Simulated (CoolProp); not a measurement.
Saturation properties of the fluoroketone C6F12O (FK-5-1-12).

Model: reference Helmholtz-energy equation of state, McLinden 2015, in CoolProp.

| T (°C) | p (MPa) | enthalpy of vaporisation (kJ/kg) | liquid cp (kJ/(kg K)) | vapour Z |
|---|---|---|---|---|
| 76.85 | 0.2426 | 79.06 | 1.156 | 0.8807 |
| 82.85 | 0.2868 | 76.95 | 1.165 | 0.8658 |
| 88.85 | 0.3369 | 74.75 | 1.176 | 0.8496 |
| 94.95 | 0.3943 | 72.41 | 1.188 | 0.8318 |
| 100.95 | 0.4578 | 69.99 | 1.201 | 0.8128 |
| 106.95 | 0.5288 | 67.44 | 1.215 | 0.7923 |
| 112.95 | 0.6077 | 64.73 | 1.232 | 0.7701 |
| 118.95 | 0.6954 | 61.84 | 1.252 | 0.7460 |

It boils at 49.1 °C under 1 atm.
